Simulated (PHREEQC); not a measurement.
Solution (25 °C and 10 atm): 0.18 mol ZnSO4, 0.00037 mol HBF4 and 0.1 mol NaNO3 per kg of water. Closed to the air; pH follows from the charge balance.

Computed with PHREEQC (ion-association model, phreeqc.dat).

```
quantity                  before   after
------------------------  ------  ------
pH                          3.42    3.28
ionic strength (mol/kgw)   0.470   0.471
Zn+2 (mol/kgw)            0.0958  0.0958
SO4-2 (mol/kgw)           0.0636  0.0635
ZnSO4 (mol/kgw)           0.0587  0.0587
Zn(SO4)2-2 (mol/kgw)      0.0252  0.0252
```

Q: Name the change that produced these shifts.
A) NaNO3 from 0.1 to 1 mol/kgw
B) ZnSO4 from 0.18 to 0.36 mol/kgw
C) NaNO3 from 0.1 to 0.5 mol/kgw
D) HBF4 from 0.00037 to 0.000555 mol/kgw
E) temperature from 25 to 20 °C

A: D, HBF4 from 0.00037 to 0.000555 mol/kgw

No solid was allowed to form. Real BF4- forms and hydrolyses slowly; the run takes it at equilibrium.
